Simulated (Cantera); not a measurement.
Feed: 1 mol SiH₄, 0.046 mol HCl, 61 mol N₂, held at 1723 K and 0.0210 bar.

These are equilibrium values from Cantera (NASA tables, ideal gas, pure condensed phases), not measurements of a reactor. Candidate condensed phases: NH₄Cl, Si, Si₃N₄; 28 gas species. Rates play no part.

Base state: N₂ 0.967, H₂ 0.0320, HCl 0.000707, H 0.000225, SiCl₂ 1.29e-5, Si 1.12e-5 (mole fractions); condensed: Si₃N₄(s).

What changes in the equilibrium state with this change: SiH₄ replaced by SiHCl₃?


| species | before | after |
|---|---|---|
| N₂ | 0.967 | 0.968 |
| HCl | 0.000707 | 0.0150 |
| SiCl₂ | 1.29e-5 | 0.0149 |
| H₂ | 0.0320 | 0.000759 |
| SiCl₃ | 5.31e-9 | 0.000849 |
| SiCl₄ | <1e-9 | 9.06e-5 |
| Cl | 3.85e-6 | 0.000532 |
| Si | 1.12e-5 | 6.78e-7 |
| Si₃N₄(s), mol | 0.333 | 0 |
The tables' values for SiCl₃ are old estimates; treat these amounts as uncertain.
